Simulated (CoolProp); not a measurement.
Toluene along the isobar 450 kPa: density (kg/m³) from the reference equation and from simpler models built on Tc = 318.6 °C, pc = 4126 kPa, ω = 0.266; each cubic takes its own stable root.

Model: reference Helmholtz-energy equation of state, Lemmon 2006, in CoolProp. It is a short technical equation, of lower accuracy than the large ones.

```json
[
 {"T (°C)": "-70.25", "phase": "liquid", "reference": "___", "van der Waals": "547.7", "Redlich-Kwong": "816.1", "Soave-Redlich-Kwong": "___", "Peng-Robinson": "921.6"},
 {"T (°C)": "-44.75", "phase": "liquid", "reference": "927.0", "van der Waals": "537.3", "Redlich-Kwong": "800.5", "Soave-Redlich-Kwong": "809.9", "Peng-Robinson": "908.0"},
 {"T (°C)": "-19.25", "phase": "liquid", "reference": "903.4", "van der Waals": "526.4", "Redlich-Kwong": "783.6", "Soave-Redlich-Kwong": "795.6", "Peng-Robinson": "893.0"},
 {"T (°C)": "6.25", "phase": "liquid", "reference": "879.9", "van der Waals": "515.0", "Redlich-Kwong": "765.3", "Soave-Redlich-Kwong": "780.1", "Peng-Robinson": "876.6"},
 {"T (°C)": "31.75", "phase": "liquid", "reference": "856.2", "van der Waals": "502.9", "Redlich-Kwong": "745.6", "Soave-Redlich-Kwong": "763.0", "Peng-Robinson": "858.6"},
 {"T (°C)": "57.25", "phase": "liquid", "reference": "832.2", "van der Waals": "___", "Redlich-Kwong": "724.3", "Soave-Redlich-Kwong": "744.3", "Peng-Robinson": "838.7"},
 {"T (°C)": "82.65", "phase": "liquid", "reference": "807.7", "van der Waals": "476.2", "Redlich-Kwong": "701.2", "Soave-Redlich-Kwong": "723.7", "Peng-Robinson": "816.6"},
 {"T (°C)": "108.15", "phase": "liquid", "reference": "782.1", "van der Waals": "14.51", "Redlich-Kwong": "676.1", "Soave-Redlich-Kwong": "700.9", "Peng-Robinson": "792.0"},
 {"T (°C)": "133.65", "phase": "liquid", "reference": "755.4", "van der Waals": "13.39", "Redlich-Kwong": "648.4", "Soave-Redlich-Kwong": "675.3", "Peng-Robinson": "764.2"},
 {"T (°C)": "159.15", "phase": "liquid", "reference": "726.8", "van der Waals": "12.44", "Redlich-Kwong": "12.78", "Soave-Redlich-Kwong": "646.4", "Peng-Robinson": "732.5"},
 {"T (°C)": "184.65", "phase": "gas", "reference": "12.15", "van der Waals": "11.62", "Redlich-Kwong": "11.86", "Soave-Redlich-Kwong": "11.97", "Peng-Robinson": "12.04"},
 {"T (°C)": "210.15", "phase": "gas", "reference": "11.27", "van der Waals": "___", "Redlich-Kwong": "11.09", "Soave-Redlich-Kwong": "11.16", "Peng-Robinson": "11.22"}
]
```

**Question.** Fill in the missing entries.

**Answer.** 
- -70.25, reference: 951.0
- -70.25, Soave-Redlich-Kwong: 823.0
- 57.25, van der Waals: 490.0
- 210.15, van der Waals: 10.92

At some of these states van der Waals, Redlich-Kwong gives the other phase, because its saturation line lies elsewhere.
